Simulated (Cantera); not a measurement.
# Catalytic stagnation flow on Pt

A jet of 3.75 % CH₄, 9.15 % O₂, 87.1 % N₂, equivalence ratio 0.82 at 300 K and 0.350 bar hits a platinum plate 4.1 cm away at a mass flux of 0.16 kg/m²/s; the plate temperature is set and raised in steps from an oxygen-covered start.

Detailed kinetics in Cantera: Deutschmann's 1995 Pt surface mechanism with GRI-Mech 3.0 gas chemistry. Catalytic surfaces can have several steady states; this one follows from the mechanism file's or the stated starting coverage.

```csv
plate T (K),wall x CH₄,wall x O₂,wall x H₂O,wall x OH,wall x CO,wall x CO₂,θ free Pt,θ O*,θ OH*
900,0.0212,0.0569,0.0304,2.03e-8,7.47e-6,0.0200,0.171,0.827,0.00257
950,0.0136,0.0408,0.0445,6.17e-8,6.86e-6,0.0293,0.248,0.749,0.00292
1000,0.00874,0.0305,0.0534,1.62e-7,6.14e-6,0.0352,0.331,0.666,0.00290
1050,0.00598,0.0247,0.0584,3.79e-7,5.73e-6,0.0385,0.411,0.586,0.00268
1100,0.00438,0.0214,0.0612,8.05e-7,5.63e-6,0.0405,0.486,0.511,0.00239
```
x: mole fraction at the wall; θ: surface coverage.
